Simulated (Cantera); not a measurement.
Feed: 1 mol SiO2, 1.8 mol C, 1.5 mol CO, at 2325 K.

Method: chemical equilibrium by Gibbs-energy minimisation in Cantera with the NASA 1993 tables (ideal gas, pure condensed phases). Candidate condensed phases: C, Si, SiC, SiO2; 20 gas species. The numbers say what is thermodynamically allowed, not how fast it happens.

Q: What share of the Si ends up in condensed phases as a function of P (Pa), at 10, 100, 1000, 10000, 100000, 1000000?

A: 
```
P (Pa)   Si condensed (%)      as
-------  ----------------  ------
10                    0.0       -
100                   0.0       -
1000                 26.6  SiC(s)
10000                38.6  SiC(s)
100000               39.9  SiC(s)
1000000              40.0  SiC(s)
```
